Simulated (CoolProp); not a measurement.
Vapour-liquid equilibrium of R22 (1) + R142b (2) at 8.55 °C; x and y are mole fractions of (1).

Values from CoolProp's multi-fluid Helmholtz-energy mixture model, Kamei 1995 and Lemmon 2006; pair parameters Bell 2016.

Give the bubble pressure and the first vapour's composition at x = 0.05, 0.25, 0.75. Is there an azeotrope?

x = 0.05: 2.179 bar, y = 0.134; x = 0.25: 2.992 bar, y = 0.486; x = 0.75: 5.228 bar, y = 0.898. No azeotrope shows between x = 0.05 and 0.95.

Pair parameters are fitted to limited data, so mixtures are less certain than the pure fluids.
